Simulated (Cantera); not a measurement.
**Hydrogen reduction and annealing atmospheres: V2O5 + H2**

Feed: 1 mol V2O5, 730 mol H2, at 1 atm.

Method: chemical equilibrium by Gibbs-energy minimisation in Cantera with the NASA 1993 tables (ideal gas, pure condensed phases). Candidate condensed phases: H2O, V, VO, V2O3, V2O4, V2O5; 12 gas species. Mutual solubility and eutectic melting of coexisting phases are not modelled. VO: taken at fixed stoichiometry. Condensed phases not in the tables: the oxides between V2O3 and V2O5 other than VO2. Rates play no part.

```csv
T (K),x H2,x H2O,x H,x VO2,n V2O3(s),n VO(s)
973,0.997,0.00274,1.07e-9,<1e-12,1.00,0
1073,0.997,0.00274,1.39e-8,<1e-12,1.00,0
1173,0.997,0.00274,1.17e-7,<1e-12,1.00,0
1273,0.997,0.00274,7.07e-7,<1e-12,1.00,0
1373,0.997,0.00274,3.30e-6,9.61e-12,1.00,0
1473,0.997,0.00312,1.25e-5,1.76e-10,0.720,0.559
1573,0.996,0.00411,4.03e-5,2.08e-9,0,2.00
1673,0.996,0.00411,0.000113,1.42e-8,0,2.00
1773,0.996,0.00411,0.000282,7.69e-8,0,2.00
1873,0.995,0.00411,0.000640,3.44e-7,0,2.00
1973,0.995,0.00411,0.00134,1.31e-6,0,2.00
```
x: gas mole fraction; n: condensed amount in mol.

From 973 K to 1373 K the condensed part is V2O3(s). At 1473 K the condensed part is VO(s) + V2O3(s). From 1573 K to 1973 K the condensed part is VO(s).
